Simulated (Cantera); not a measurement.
Charge: 1 mol toluene, 4.9 mol CO2, 1.3 mol H2, held at 800 Pa.

Equilibrium computed with Cantera from the NASA thermochemical tables; the gas is ideal and each condensed phase is pure. Candidate condensed phases: C, C6H6, C7H8, C8H18, H2O; 131 gas species. Ions and electrons are included (thermal ionisation). Equilibrium is a limit: real reactors are often held back by kinetics, nucleation or transport. All values below are at 5000 K.

Base state: H 0.453, CO 0.380, C 0.128, O 0.0389, e- 0.000236, C+ 0.000230, C2 8.76e-5, H2 3.96e-5 (mole fractions); condensed: gas only.

### Question
What changes in the equilibrium state with this change: CO2 from 4.9 to 2 mol?

### Answer
```
species   before     after
-------  -------  --------
H          0.453     0.536
C          0.128     0.261
CO         0.380     0.192
O         0.0389   0.00967
C2       8.76e-5  0.000364
CH       4.55e-6   1.10e-5
```
